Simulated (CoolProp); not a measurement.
Model: reference Helmholtz-energy equation of state, Lemmon 2006, in CoolProp. It is a short technical equation, of lower accuracy than the large ones.

For carbonyl sulfide, give the phase and the speed of sound (m/s), expansivity (1/kK) at 402.9 K and 796 kPa; 402.9 K and 1330 kPa.


- 402.9 K and 796 kPa: gas; speed of sound 255, expansivity 2.78
- 402.9 K and 1330 kPa: gas; speed of sound 251, expansivity 3.01
